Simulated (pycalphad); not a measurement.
# Effect of Al content in Si-Al

Source of the numbers: pycalphad with the COST 507 light-alloy database (1999); pressure 1 atm. These are 1990s assessments: newer ones move some temperatures and phases. Amounts are mole fractions of atoms.

One of these alloys has its liquidus at 1406 K, its solidus at 850 K, and holds diamond (Si) 0.57, fcc 0.43 at 700 K. Which?
A. Si-32.1Al (at.%)
B. Si-42.8Al (at.%)
C. Si-10.7Al (at.%)
D. Si-16.05Al (at.%)
E. Si-2.67Al (at.%)
F. Si-5.35Al (at.%)

B, Si-42.8Al (at.%). The others: Si-2.67Al (at.%), liquidus 1674, solidus 850; Si-5.35Al (at.%), liquidus 1661, solidus 850; Si-10.7Al (at.%), liquidus 1635, solidus 850; Si-16.05Al (at.%), liquidus 1605, solidus 850; Si-32.1Al (at.%), liquidus 1498, solidus 850
